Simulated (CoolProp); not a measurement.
50 sccm (0 °C, 1 atm) of nitrogen bubbles through liquid methanol at 279.6 K and leaves saturated at a total pressure of 0.0244 MPa (ideal gas phase). Each further row changes one setting.

The numbers come from the reference Helmholtz-energy equation of state, de Reuck 1993 in CoolProp.

| case | vapour pressure (kPa) | mole fraction of vapour | delivery (mg/min) | delivery (sccm) | change of delivery for a bath 1 K warmer (%) |
|---|---|---|---|---|---|
| as stated | 6.03 | 0.247 | 23.5 | 16.4 | 8.3 |
| bath temperature 284.6 K | 8.09 | 0.332 | 35.5 | 24.8 | 9.1 |
| total pressure 0.0488 MPa | 6.03 | 0.124 | 10.1 | 7.05 | 7.1 |
